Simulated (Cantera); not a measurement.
MgF2 + H2O + N2 (halide evaporation, hydrolysis and transport)

Feed: 1 mol MgF2, a varied amount of H2O, 55 mol N2, at 1.00 bar.

Equilibrium computed with Cantera from the NASA thermochemical tables; the gas is ideal and each condensed phase is pure. Candidate condensed phases: H2O, Mg, MgF2, MgO, Mg(OH)2; 50 gas species. Mutual solubility and eutectic melting of coexisting phases are not modelled. The numbers say what is thermodynamically allowed, not how fast it happens.

**Question.** Map the stable condensed phases over T = 1575, 1650, 1725, 1800, 1875, 1950, 2025, 2100, 2175 K and n(H2O) in mol = 0.093, 0.14, 0.21, 0.31, 0.47, 0.71, 1.1, 1.6, 2.4, 3.7, 5.5, 8.3.

**Answer.** 
```
T in K \ n(H2O) in mol
         0.093  0.14  0.21  0.31  0.47  0.71   1.1   1.6   2.4   3.7   5.5   8.3
   2175      A     A     A     A     A     A     A     A     A     A     A     A
   2100      A     A     A     A     A     A     A     A     A     A     A     A
   2025      A     A     A     A     A     A     A     A     A     A     A     A
   1950      A     A     A     A     A     A     A     A     A     A     A     A
   1875      B     B     B     B     B     A     A     A     A     A     A     A
   1800      B     B     B     B     B     B     A     A     A     A     A     A
   1725      B     B     B     B     B     B     A     A     A     A     A     A
   1650      B     B     B     B     B     B     B     A     A     A     A     A
   1575      B     B     B     B     B     B     B     A     A     A     A     A
```
A: MgO; B: MgF2 + MgO.
